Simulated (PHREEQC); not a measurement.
Model water analysis in mg/kgw, 51 °C, pH 6.39: Na 2480; K 173; Ca 340; Mg 62.6; Cl 4620; S(6) as SO4 155; Alkalinity as HCO3 8.19; Si as SiO2 86.7.

Cl is adjusted to close the charge balance.
Valence states are taken as typed.

Model: Pitzer model, pitzer.dat, run in PHREEQC.

Each row changes one thing in this solution. No solid was allowed to form.

| case | CO2 (mol/kgw) | H3SiO4- (mol/kgw) | CO3-2 (mol/kgw) | HSO4- (mol/kgw) | MgOH+ (mol/kgw) | MgCO3 (mol/kgw) | SI of SiO2(a) (SiO2) |
|---|---|---|---|---|---|---|---|
| as made | 8.05e-5 | 1.70e-6 | 7.14e-8 | 3.89e-8 | 2.86e-8 | 1.80e-8 | -0.37 |
| Na from 2480 to 7440 mg/kgw | 6.76e-5 | 2.08e-6 | 9.98e-8 | 2.70e-8 | ___ | 1.24e-8 | -0.36 |
| pH from 6.39 to 6.09 at the same alkalinity | 0.000163 | 8.54e-7 | 3.62e-8 | ___ | 1.43e-8 | 9.11e-9 | -0.37 |
| pH from 6.39 to 6.69 at the same alkalinity | 3.96e-5 | 3.39e-6 | 1.40e-7 | 1.95e-8 | 5.71e-8 | 3.52e-8 | -0.37 |

Q: Complete the blanks.

A: 
- Na from 2480 to 7440 mg/kgw, MgOH+ (mol/kgw): 2.09e-8
- pH from 6.39 to 6.09 at the same alkalinity, HSO4- (mol/kgw): 7.76e-8

Constants without temperature data keep their 25 °C values here.
